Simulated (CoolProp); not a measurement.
The numbers come from the reference Helmholtz-energy equation of state, de Reuck 1990 in CoolProp.

**Question.** For fluorine, give the phase and the isothermal compressibility (1/MPa), fugacity coefficient at 80 K and 1.31 MPa; 80 K and 7.86 MPa.

**Answer.** 
- 80 K and 1.31 MPa: liquid; isothermal compressibility 0.00151, fugacity coefficient 0.0428
- 80 K and 7.86 MPa: liquid; isothermal compressibility 0.00137, fugacity coefficient 0.00908
